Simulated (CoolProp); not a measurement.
Properties of the fluoroketone C6F12O (FK-5-1-12) along the isotherm 449.1 K.

Values from CoolProp's reference Helmholtz-energy equation of state, McLinden 2015.

| p (kPa) | phase | Z | cp (kJ/(kg K)) | isothermal compressibility (1/MPa) | expansivity (1/kK) |
|---|---|---|---|---|---|
| 175 | gas | 0.9687 | 1.018 | 5.902 | 2.501 |
| 350 | gas | 0.9363 | 1.028 | 3.059 | 2.829 |
| 526 | gas | 0.9022 | 1.039 | 2.121 | 3.231 |
| 701 | gas | 0.8665 | 1.054 | 1.669 | 3.730 |
| 876 | gas | 0.8286 | 1.072 | 1.412 | 4.369 |
| 1050 | gas | 0.7881 | 1.095 | 1.260 | 5.211 |
| 1230 | gas | 0.7423 | 1.129 | 1.172 | 6.426 |
| 1400 | gas | 0.6945 | 1.175 | 1.144 | 8.127 |
| 1580 | gas | 0.6367 | 1.256 | 1.178 | 11.07 |
| 1750 | gas | 0.5718 | 1.402 | 1.313 | 16.42 |
| 1930 | supercritical | 0.4817 | 1.834 | 1.784 | 32.14 |
| 2100 | supercritical | 0.3301 | 4.591 | 4.185 | 132.3 |
| 2280 | supercritical | 0.2450 | 2.348 | 0.7581 | 41.20 |
| 2450 | supercritical | 0.2420 | 1.838 | 0.3382 | 22.44 |
| 2630 | supercritical | 0.2477 | 1.651 | 0.2120 | 15.97 |
| 2800 | supercritical | 0.2557 | 1.559 | 0.1572 | 12.91 |

The peak of cp marks the crossing from liquid-like to gas-like fluid above the critical point.
